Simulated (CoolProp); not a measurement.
Vapour-liquid equilibrium of R113 (1) + benzene (2) at 385.3 K; x and y are mole fractions of (1).

Model: multi-fluid Helmholtz-energy mixture model, Marx 1992 and Thol 2012; pair parameters Bell 2016, in CoolProp.

```
x      bubble pressure, mixture model (MPa)  bubble pressure, Raoult's law (MPa)  y, mixture model  y, Raoult's law
-----  ------------------------------------  -----------------------------------  ----------------  ---------------
0.05                                 0.2790                               0.2638             0.149            0.109
0.125                                0.3194                               0.2884             0.302            0.249
0.2                                  0.3534                               0.3130             0.409            0.368
0.275                                0.3828                               0.3376             0.492            0.469
0.35                                 0.4087                               0.3621             0.560            0.556
0.425                                0.4322                               0.3867             0.619            0.632
0.5                                  0.4539                               0.4113             0.672            0.699
0.575                                0.4743                               0.4359             0.723            0.759
0.65                                 0.4936                               0.4605             0.771            0.812
0.725                                0.5122                               0.4851             0.819            0.860
0.8                                  0.5301                               0.5097             0.867            0.903
0.875                                0.5475                               0.5343             0.916            0.942
0.95                                 0.5643                               0.5589             0.966            0.978
```

The largest gap from Raoult's law is +13.4 % in bubble pressure, at x = 0.275. No azeotrope shows between x = 0.05 and 0.95.

The pair parameters rest on a limited set of measurements; away from them the model extrapolates.
